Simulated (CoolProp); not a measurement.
Model: reference Helmholtz-energy equation of state, Tillner-Roth 1997, in CoolProp.

Task: For CH2F2 (R32), give the phase and the speed of sound (m/s), isothermal compressibility (1/MPa), expansivity (1/kK) at 63.25 °C and 0.357 MPa; -19.85 °C and 4.58 MPa; -110.35 °C and 0.483 MPa.

Result: 
- 63.25 °C and 0.357 MPa: gas; speed of sound 252, isothermal compressibility 2.88, expansivity 3.29
- -19.85 °C and 4.58 MPa: liquid; speed of sound 833, isothermal compressibility 0.00223, expansivity 2.64
- -110.35 °C and 0.483 MPa: liquid; speed of sound 1280, isothermal compressibility 0.000697, expansivity 1.80
